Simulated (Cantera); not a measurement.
Ignition delay

Mixture: CO : H2 : CH4 : O2 : N2 : H2O = 1 : 0.12 : 0.87 : 5.23 : 19.7 : 0.56 (molar parts), equivalence ratio 0.44, at 4.93 atm, adiabatic and at constant pressure. Ignition delay is the time to a rise of 400 K.

Model: GRI-Mech 3.0 (53 species, 325 reactions), integrated in Cantera.

```
T0 (K)  delay (ms)
------  ----------
1200          1.89
1250          1.14
1300         0.705
1350         0.445
1400         0.287
1450         0.190
```

```yaml
apparent activation energy between 1350 and 1450 K: 140 kJ/mol
```
